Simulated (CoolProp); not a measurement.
A Linde-Hampson liquefier for normal hydrogen: isothermal reversible compression at 250 K from 1 atm to 15 MPa, throttling to 1 atm, return gas leaving the recuperator 0 K below the feed. Each further row changes one setting.

The numbers come from the reference Helmholtz-energy equation of state, Leachman 2009 in CoolProp.

```
case                        compression work (kJ/kg of gas)
--------------------------  -------------------------------
as stated                                              5260
high pressure 30 MPa                                   6080
warm-end temperature 280 K                             5880
warm-end gap 5 K                                       5260
```
